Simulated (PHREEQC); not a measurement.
Solution A (120 mmol/kgw ZnCl2, 0.8 mmol/kgw NaCl and 3.6 mmol/kgw H2SO4) is mixed with solution B (1 mmol/kgw Ni(NO3)2, 1.1 mmol/kgw KCl and 0.056 mmol/kgw HCl) at 30 °C; shares are by mass of water, 1 kg in all. Oxygen alone is held at its pressure in air (log pO2 = -0.68). No CO2 enters from the air. Only these solids could form: Zn(OH)2-e, Zn4(OH)6SO4, Zn5(OH)8Cl2, Ni(OH)2, Ni4(OH)6SO4, Halite, Mirabilite, Goslarite, Morenosite.

Computed with PHREEQC (ion-association model, wateq4f.dat).

| share of solution B | pH | Ni+2 (mol/kgw) | Zn+2 (mol/kgw) | ZnSO4 (mol/kgw) | SO4-2 (mol/kgw) | ZnCl+ (mol/kgw) | HSO4- (mol/kgw) |
|---|---|---|---|---|---|---|---|
| 0 | 2.27 | 0 | 0.0961 | 0.00197 | 0.00132 | 0.0194 | 0.000271 |
| 0.05 | 2.29 | 4.16e-5 | 0.0919 | 0.00187 | 0.00126 | 0.0179 | 0.000250 |
| 0.15 | 2.33 | 0.000127 | [?] | 0.00167 | 0.00115 | 0.0152 | 0.000211 |
| 0.2 | 2.36 | 0.000170 | 0.0791 | 0.00156 | 0.00109 | 0.0138 | 0.000193 |
| 0.25 | 2.38 | 0.000215 | 0.0748 | 0.00146 | 0.00104 | 0.0125 | 0.000175 |
| 0.35 | 2.44 | 0.000305 | 0.0658 | 0.00126 | 0.000919 | 0.0100 | 0.000141 |
| 0.4 | 2.47 | 0.000351 | 0.0613 | 0.00115 | 0.000860 | 0.00886 | 0.000125 |
| 0.45 | 2.51 | 0.000398 | 0.0566 | 0.00105 | 0.000800 | 0.00773 | 0.000110 |
| 0.55 | 2.59 | 0.000495 | 0.0472 | 0.000843 | 0.000679 | 0.00563 | 8.12e-5 |
| 0.6 | 2.64 | 0.000544 | [?] | 0.000739 | 0.000617 | 0.00467 | 6.81e-5 |
| 0.65 | 2.69 | 0.000594 | 0.0374 | 0.000636 | 0.000553 | 0.00377 | 5.57e-5 |
| 0.75 | 2.82 | 0.000698 | [?] | [?] | 0.000422 | 0.00218 | 3.37e-5 |
| 0.8 | 2.91 | [?] | 0.0221 | 0.000332 | 0.000353 | [?] | 2.41e-5 |
| 0.85 | 3.03 | 0.000807 | 0.0168 | 0.000233 | 0.000280 | 0.000939 | 1.57e-5 |
| 0.95 | 3.44 | 0.000926 | 0.00580 | 5.37e-5 | 0.000116 | 0.000146 | 3.00e-6 |
| 1 | 4.28 | 0.000998 | 0 | 0 | 0 | 0 | 0 |

**Question.** Fill in the missing entries.

**Answer.** 
- 0.15, Zn+2 (mol/kgw): 0.0835
- 0.6, Zn+2 (mol/kgw): 0.0423
- 0.75, Zn+2 (mol/kgw): 0.0273
- 0.75, ZnSO4 (mol/kgw): 0.000432
- 0.8, Ni+2 (mol/kgw): 0.000752
- 0.8, ZnCl+ (mol/kgw): 0.00151
